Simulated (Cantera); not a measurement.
**Equilibrium for silicon nitride deposition: SiCl₄ + N₂ + H₂**

Feed: 1 mol SiCl₄, a varied amount of N₂, 0.37 mol H₂, held at 700 K and 2.33 Torr.

These are equilibrium values from Cantera (NASA tables, ideal gas, pure condensed phases), not measurements of a reactor. Candidate condensed phases: NH₄Cl, Si, Si₃N₄; 28 gas species. N₂ is the only nitrogen source here; it is nearly inert below about 1500 K, so the nitride shown seldom forms there in practice. Kinetics and transport are ignored.

```tsv
n(N₂) (mol)	log p N₂	log p SiCl₄	log p HCl	log p H₂	log p SiHCl₃	n Si₃N₄(s)
8.1	-2.58	-3.56	-3.71	-4.64	-8.18	0.0500
11	-2.57	-3.68	-3.81	-4.80	-8.35	0.0512
14	-2.55	-3.77	-3.90	-4.93	-8.49	0.0520
19	-2.54	-3.89	-4.02	-5.10	-8.67	0.0530
25	-2.53	-4.01	-4.12	-5.26	-8.83	0.0538
32	-2.53	-4.11	-4.22	-5.40	-8.98	0.0545
43	-2.52	-4.24	-4.33	-5.58	-9.17	0.0553
57	-2.52	-4.36	-4.45	-5.74	-9.34	0.0560
75	-2.52	-4.47	-4.56	-5.91	-9.51	0.0566
99	-2.52	-4.59	-4.67	-6.08	-9.69	0.0572
```
log p: log10 of the partial pressure in bar; n: condensed amount in mol.

From 8.1 mol N₂ to 99 mol N₂ the condensed part is Si₃N₄(s). The main Si-bearing gas is SiCl₄ throughout. The share of Si in condensed phases is highest at 99 mol N₂ (17.2 %) and lowest at 8.1 mol N₂ (15.0 %).
